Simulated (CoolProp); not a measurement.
R134a along the isotherm 404.3 K: density (kg/m³) from the reference equation and from simpler models built on Tc = 374.2 K, pc = 4.059 MPa, ω = 0.327; each cubic takes its own stable root.

Computed with CoolProp (reference Helmholtz-energy equation of state, Tillner-Roth 1994).

```json
[
 {"p (MPa)": "1.27", "phase": "gas", "reference": "…", "van der Waals": "42.00", "Redlich-Kwong": "…", "Soave-Redlich-Kwong": "42.10"},
 {"p (MPa)": "2.54", "phase": "gas", "reference": "94.75", "van der Waals": "93.87", "Redlich-Kwong": "95.22", "Soave-Redlich-Kwong": "93.78"},
 {"p (MPa)": "3.81", "phase": "gas", "reference": "165.3", "van der Waals": "165.6", "Redlich-Kwong": "167.5", "Soave-Redlich-Kwong": "161.6"},
 {"p (MPa)": "5.07", "phase": "supercritical", "reference": "272.9", "van der Waals": "301.3", "Redlich-Kwong": "284.6", "Soave-Redlich-Kwong": "…"},
 {"p (MPa)": "6.34", "phase": "supercritical", "reference": "461.8", "van der Waals": "468.0", "Redlich-Kwong": "…", "Soave-Redlich-Kwong": "401.9"},
 {"p (MPa)": "7.61", "phase": "supercritical", "reference": "…", "van der Waals": "529.8", "Redlich-Kwong": "…", "Soave-Redlich-Kwong": "520.3"},
 {"p (MPa)": "8.88", "phase": "supercritical", "reference": "727.0", "van der Waals": "566.9", "Redlich-Kwong": "639.3", "Soave-Redlich-Kwong": "594.7"},
 {"p (MPa)": "10.1", "phase": "supercritical", "reference": "780.9", "van der Waals": "593.0", "Redlich-Kwong": "683.4", "Soave-Redlich-Kwong": "…"}
]
```

Question: Some entries are withheld; supply them.

Answer: 
- 1.27, reference: 42.26
- 1.27, Redlich-Kwong: 42.34
- 5.07, Soave-Redlich-Kwong: 259.4
- 6.34, Redlich-Kwong: 466.1
- 7.61, reference: 636.6
- 7.61, Redlich-Kwong: 575.2
- 10.1, Soave-Redlich-Kwong: 645.1
